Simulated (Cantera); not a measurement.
A Cantera script and its output.

```python
import numpy as np
import cantera as ct

gas = ct.Solution("gri30.yaml")
gas.TPX = 1375, 500000, {'CH4': 0.019, 'O2': 0.0029, 'N2': 1}
inlet = ct.Reservoir(gas, clone=True)

reactor = ct.IdealGasConstPressureReactor(gas, energy="off", clone=False)
exhaust = ct.Reservoir(gas, clone=True)
tau = [1.6, 0.85, 0.46, 0.25, 0.13, 0.073, 0.039, 0.021, 0.012, 0.0062, 0.0034][0]
for a, b in ((inlet, reactor), (reactor, exhaust)):
    ct.MassFlowController(a, b, mdot=lambda t: reactor.mass / tau)
net = ct.ReactorNet([reactor])
show = ['CH4', 'O2', 'NO2', 'CO', 'H2O']

rows = []
print(f"{'tau/s':>10s}{'T/K':>9s}" + "".join(f"{s:>11s}" for s in show))
for tau in [1.6, 0.85, 0.46, 0.25, 0.13, 0.073, 0.039, 0.021, 0.012, 0.0062, 0.0034]:
    net.initial_time = 0.0
    net.advance(30 * tau)
    before = gas.X
    net.advance(40 * tau)
    drift = np.max(np.abs(gas.X - before) / (gas.X + 1e-9))
    rows.append([gas.T, *gas[show].X, drift])
    print(f"{tau:10.3e}{gas.T:9.1f}" + "".join(f"{x:11.3e}" for x in gas[show].X))
```

Result:

```
     tau/s      T/K        CH4         O2        NO2         CO        H2O
 1.600e+00   1375.0  1.326e-02  3.655e-04  5.638e-13  1.851e-03  2.736e-03
 8.500e-01   1375.0  1.420e-02  6.423e-04  9.851e-13  1.604e-03  2.494e-03
 4.600e-01   1375.0  1.510e-02  1.050e-03  1.318e-12  1.286e-03  2.070e-03
 2.500e-01   1375.0  1.608e-02  1.607e-03  1.201e-12  8.713e-04  1.451e-03
 1.300e-01   1375.0  1.723e-02  2.258e-03  4.817e-13  4.032e-04  6.931e-04
 7.300e-02   1375.0  1.796e-02  2.606e-03  1.044e-13  1.580e-04  2.733e-04
 3.900e-02   1375.0  1.832e-02  2.752e-03  1.803e-14  5.312e-05  9.886e-05
 2.100e-02   1375.0  1.847e-02  2.804e-03  3.773e-15  1.649e-05  3.872e-05
 1.200e-02   1375.0  1.853e-02  2.822e-03  1.023e-15  5.140e-06  1.744e-05
 6.200e-03   1375.0  1.857e-02  2.831e-03  2.360e-16  1.179e-06  7.217e-06
 3.400e-03   1375.0  1.858e-02  2.835e-03  6.408e-17  2.932e-07  3.374e-06
```

Cantera simulation using GRI-Mech 3.0 (53 species, 325 reactions); the numbers are that mechanism's predictions, not measurements. GRI-Mech 3.0 stops at C3 and has no aromatics, soot or wall deposition, so with more carbon than oxygen in the feed, carbon stays in small species such as C2H2 where larger ones or solid carbon would form.
